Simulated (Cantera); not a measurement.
Feed: 1 mol BN, 16 mol F₂, 26 mol H₂, at 1602 °C and 0.100 bar.

These are equilibrium values from Cantera (NASA tables, ideal gas, pure condensed phases), not measurements of a reactor. Candidate condensed phases: B, BN; 31 gas species. The tables' values for BF₂ are old estimates; treat these amounts as uncertain. Rates play no part.

Base state: HF 0.690, H₂ 0.273, BF₃ 0.0235, N₂ 0.0119, H 0.00108, BF₂ 0.000215, BHF₂ 4.98e-5 (mole fractions); condensed: gas only.

Question: What changes in the equilibrium state with this change: H₂ from 26 to 0.86 mol?

Answer: 
```
species   before     after
-------  -------  --------
F        6.55e-7     0.894
HF         0.690    0.0564
BF₃       0.0235    0.0328
H₂         0.273     <1e-9
N₂        0.0119    0.0164
H        0.00108     <1e-9
F₂         <1e-9  0.000731
```

Question: What changes in the equilibrium state with this change: 0.13 mol Cl₂ added?

Answer: 
```
species    before     after
-------  --------  --------
HF          0.690     0.688
H₂          0.273     0.269
BF₃        0.0235    0.0235
HCl             0   0.00615
N₂         0.0119    0.0119
Cl              0   1.86e-5
BHF₂      4.98e-5   4.91e-5
H         0.00108   0.00108
BF₂      0.000215  0.000213
```
Further candidate phases: NH₄Cl.
